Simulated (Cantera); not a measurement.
A closed system holds: 1 mol PbO, 0.049 mol H2, 0.58 mol N2, held at 475 K and 39.0 mbar.

Equilibrium computed with Cantera from the NASA thermochemical tables; the gas is ideal and each condensed phase is pure. Candidate condensed phases: H2O, Pb, PbO, PbO2, Pb3O4; 27 gas species. Rates play no part.

Base state: N2 0.922, H2O 0.0779 (mole fractions); condensed: Pb(s) + PbO(red).

Question: What changes in the equilibrium state with this change: temperature from 475 K to 1275 K?

Answer: 
```csv
species,before,after
N2,0.922,0.871
H2O,0.0779,0.0735
Pb,<1e-9,0.0484
PbO,<1e-9,0.00743
H2,3.54e-7,3.19e-5
"Pb(s), mol",0.0490,0
"PbO(red), mol",0.951,0
"Pb(l), mol",0,0.0168
"PbO(l), mol",0,0.946
```
Each liquid is taken as pure. Mutual solubility and eutectic melting of coexisting phases are not modelled. Gases not in the tables: (PbO)n polymers.

Question: What changes in the equilibrium state with this change: H2 from 0.049 to 0.17 mol?

Answer: 
```json
[
 {"species": "N2", "before": "0.922", "after": "0.773"},
 {"species": "H2O", "before": "0.0779", "after": "0.227"},
 {"species": "Pb(s), mol", "before": "0.0490", "after": "0.170"},
 {"species": "PbO(red), mol", "before": "0.951", "after": "0.830"}
]
```
